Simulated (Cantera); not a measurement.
A perfectly stirred reactor is fed with 1.08 % CH₄, 1.17 % O₂, 97.8 % N₂, equivalence ratio 1.8, at 100000 Pa; it is held at 1273 K, and followed from long to short residence time.

Model: GRI-Mech 3.0 (53 species, 325 reactions), integrated in Cantera.

### Question
Predict: x(CH₄) at τ = 0.420 s; x(O₂) at τ = 0.420 s; x(HCN) at τ = 0.420 s; x(N₂O) at τ = 0.420 s; x(CH₂CO) at τ = 0.420 s; x(CH₄) at τ = 61.0 ms; x(O₂) at τ = 61.0 ms; x(CH₂CO) at τ = 61.0 ms.

### Answer
```json
{
 "x(CH₄) at τ = 0.420 s": "0.00263",
 "x(O₂) at τ = 0.420 s": "0.00258",
 "x(HCN) at τ = 0.420 s": "9.41e-9",
 "x(N₂O) at τ = 0.420 s": "9.22e-9",
 "x(CH₂CO) at τ = 0.420 s": "3.14e-5",
 "x(CH₄) at τ = 61.0 ms": "0.0107",
 "x(O₂) at τ = 61.0 ms": "0.0117",
 "x(CH₂CO) at τ = 61.0 ms": "6.14e-9"
}
```
